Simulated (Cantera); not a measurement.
A freely propagating, adiabatic, planar premixed flame of H2 : O2 : N2 : H2O = 1 : 0.333 : 1.25 : 0.086 (molar parts), equivalence ratio 1.5, unburnt at 300 K and 0.326 atm; mixture-averaged transport, grid criteria slope 0.08 and curve 0.16, no radiation.

Cantera simulation using the H2/O2 subset of GRI-Mech 3.0, which has no nitrogen chemistry; the numbers are that mechanism's predictions, not measurements. Burning velocities carry a grid error of a few per cent, more on coarse grids.

Q: What does this change do: inlet temperature 300 to 375 K?

A: 
```tsv
quantity	before	after
laminar burning velocity	267 cm/s	367 cm/s
thermal thickness	1.32 mm	1.54 mm
peak x(OH)	0.00772	0.00855
peak x(H)	0.0829	0.0880
peak x(H2O2)	9.17e-5	4.67e-5
```

Q: What does this change do: O2 0.333 to 0.26 parts?

A: 
```tsv
quantity	before	after
laminar burning velocity	267 cm/s	208 cm/s
thermal thickness	1.32 mm	1.35 mm
peak x(OH)	0.00772	0.00205
peak x(H)	0.0829	0.0643
peak x(H2O2)	9.17e-5	7.13e-5
```
